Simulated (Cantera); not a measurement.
Input (Python, Cantera):

```python
import numpy as np
import cantera as ct

gas = ct.Solution("gri30.yaml")
gas.TPX = 1250, 500000, {'CO': 1, 'H2': 0.29, 'O2': 1.7, 'N2': 6.38}
reactor = ct.IdealGasConstPressureReactor(gas, energy="on", clone=False)
net = ct.ReactorNet([reactor])
net.rtol, net.atol = 1e-08, 1e-16
show = ['CO', 'H2', 'O2', 'N2O', 'NO2']
times = np.geomspace(3e-06, 10, 15)

steps = ct.SolutionArray(gas, extra=["t"])
rows = []
print(f"{'t/s':>10s}{'T/K':>9s}{'P/Pa':>11s}" + "".join(f"{s:>11s}" for s in show))
for t in times:
    while net.time < t:
        t_next = net.step()
        steps.append(gas.state, t=t_next)
    rows.append([np.interp(t, steps.t, y) for y in (steps.T, steps.P, *steps(*show).X.T)])
    print(f"{t:10.3e}{rows[-1][0]:9.1f}{rows[-1][1]:11.4g}" + "".join(f"{x:11.3e}" for x in rows[-1][2:]))
rate = np.gradient(steps.T, steps.t)
print("integrator steps:", len(steps.t))
if steps.T.max() > steps.T[0] + 200:
    print(f"time of steepest temperature rise: {steps.t[rate.argmax()]:.4e} s")
gas.TPX = 1250, 500000, {'CO': 1, 'H2': 0.29, 'O2': 1.7, 'N2': 6.38}
gas.equilibrate("HP")
print(f"equilibrium (HP): T = {gas.T:.1f} K  " + "  ".join(f"{s} {gas[s].X[0]:.3e}" for s in show))
```

Output:

```
       t/s      T/K       P/Pa         CO         H2         O2        N2O        NO2
 3.000e-06   1250.0      5e+05  1.067e-01  3.095e-02  1.814e-01  5.662e-13  2.946e-22
 8.771e-06   1250.1      5e+05  1.067e-01  3.094e-02  1.814e-01  3.760e-11  3.159e-17
 2.564e-05   1575.7      5e+05  8.463e-02  1.213e-03  1.542e-01  5.972e-07  9.976e-09
 7.497e-05   2161.5      5e+05  1.105e-02  4.476e-04  1.223e-01  2.887e-06  1.439e-07
 2.192e-04   2260.8      5e+05  2.255e-03  1.029e-04  1.207e-01  1.643e-06  2.280e-07
 6.408e-04   2270.1      5e+05  1.411e-03  7.254e-05  1.205e-01  1.217e-06  3.390e-07
 1.873e-03   2269.7      5e+05  1.404e-03  7.228e-05  1.204e-01  1.214e-06  7.354e-07
 5.477e-03   2268.5      5e+05  1.395e-03  7.188e-05  1.201e-01  1.211e-06  1.863e-06
 1.601e-02   2265.4      5e+05  1.372e-03  7.083e-05  1.194e-01  1.203e-06  4.872e-06
 4.682e-02   2258.7      5e+05  1.323e-03  6.862e-05  1.177e-01  1.195e-06  1.132e-05
 1.369e-01   2251.4      5e+05  1.272e-03  6.629e-05  1.160e-01  1.198e-06  1.832e-05
 4.002e-01   2249.8      5e+05  1.261e-03  6.579e-05  1.156e-01  1.200e-06  1.986e-05
 1.170e+00   2249.8      5e+05  1.261e-03  6.579e-05  1.156e-01  1.200e-06  1.987e-05
 3.420e+00   2249.8      5e+05  1.261e-03  6.579e-05  1.156e-01  1.200e-06  1.987e-05
 1.000e+01   2249.8      5e+05  1.261e-03  6.579e-05  1.156e-01  1.200e-06  1.987e-05
integrator steps: 1436
time of steepest temperature rise: 2.1687e-05 s
equilibrium (HP): T = 2249.8 K  CO 1.261e-03  H2 6.579e-05  O2 1.156e-01  N2O 1.200e-06  NO2 1.987e-05
```

Cantera simulation using GRI-Mech 3.0 (53 species, 325 reactions); the numbers are that mechanism's predictions, not measurements. The hydrogen kinetics of GRI-Mech 3.0 are dated; newer H2 mechanisms differ, most at raised pressure.
